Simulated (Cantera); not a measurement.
**Equilibrium for silicon nitride deposition: Si2Cl6 + N2**

Charge: 1 mol Si2Cl6, 7.3 mol N2, equilibrated at 1125 K and 0.00133 bar.

Method: chemical equilibrium by Gibbs-energy minimisation in Cantera with the NASA 1993 tables (ideal gas, pure condensed phases). Candidate condensed phases: Si, Si3N4; 13 gas species. The feed counts by its element totals alone. N2 is the only nitrogen source here; it is nearly inert below about 1500 K, so the nitride shown seldom forms there in practice. The tables' values for SiCl3 are old estimates; treat these amounts as uncertain. The numbers say what is thermodynamically allowed, not how fast it happens.

```
Quantity                             Result
--------------------------------  ---------
x(N2)                                 0.822
x(SiCl4)                              0.174
x(SiCl3)                            0.00366
x(SiCl2)                           0.000948
x(Cl)                               1.77e-6
n(Si3N4(s))                       0.163 mol
gas amount                        8.486 mol
log10 activity of Si(s) (absent)      -3.78
```
